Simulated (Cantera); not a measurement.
A closed system holds: 1 mol Ti, 0.73 mol H2O, 19 mol H2, equilibrated at 1702 °C and 75.0 Torr.

These are equilibrium values from Cantera (NASA tables, ideal gas, pure condensed phases), not measurements of a reactor. Mutual solubility and eutectic melting of coexisting phases are not modelled. TiO: taken at fixed stoichiometry. Condensed phases not in the tables: N, O or C dissolved in the metal. Rates play no part.

| species | before | after |
|---|---|---|
| H2 | 0.996 | 1.000 |
| H | 0.00432 | 0.000219 |
| Ti | 7.12e-5 | 1.76e-7 |
| Ti(l), mol | 0.269 | 0 |
| TiO(s), mol | 0.730 | 0.730 |
| Ti(β), mol | 0 | 0.270 |
Gas species are given as mole fractions.

**Question.** Name the change that produced these shifts.
A. temperature from 1702 °C to 1750 °C
B. pressure from 75.0 Torr to 1.50 Torr
C. temperature from 1702 °C to 1777 °C
D. temperature from 1702 °C to 1350 °C

**Answer.** D, temperature from 1702 °C to 1350 °C
